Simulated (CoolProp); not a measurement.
Aqueous potassium acetate as a coolant, 12 % by mass, freezing at -5.7 °C, 1 atm.

Model: Melinder's fits for secondary coolants, in CoolProp.

```json
[
 {"T (°C)": "-2.6", "conductivity (W/(m K))": "0.523", "Prandtl number": "18.6", "viscosity (mPa s)": "2.60", "density (kg/m³)": "1066"},
 {"T (°C)": "4.2", "conductivity (W/(m K))": "0.534", "Prandtl number": "14.5", "viscosity (mPa s)": "2.07", "density (kg/m³)": "1065"},
 {"T (°C)": "11", "conductivity (W/(m K))": "…", "Prandtl number": "11.7", "viscosity (mPa s)": "1.69", "density (kg/m³)": "1063"},
 {"T (°C)": "17.8", "conductivity (W/(m K))": "…", "Prandtl number": "9.60", "viscosity (mPa s)": "…", "density (kg/m³)": "1061"},
 {"T (°C)": "24.7", "conductivity (W/(m K))": "0.565", "Prandtl number": "8.04", "viscosity (mPa s)": "1.21", "density (kg/m³)": "1059"},
 {"T (°C)": "31.5", "conductivity (W/(m K))": "0.575", "Prandtl number": "…", "viscosity (mPa s)": "1.05", "density (kg/m³)": "…"},
 {"T (°C)": "38.3", "conductivity (W/(m K))": "0.584", "Prandtl number": "5.91", "viscosity (mPa s)": "0.915", "density (kg/m³)": "1054"}
]
```

What belongs in the gaps?


- 11, conductivity (W/(m K)): 0.544
- 17.8, conductivity (W/(m K)): 0.555
- 17.8, viscosity (mPa s): 1.42
- 31.5, Prandtl number: 6.85
- 31.5, density (kg/m³): 1057
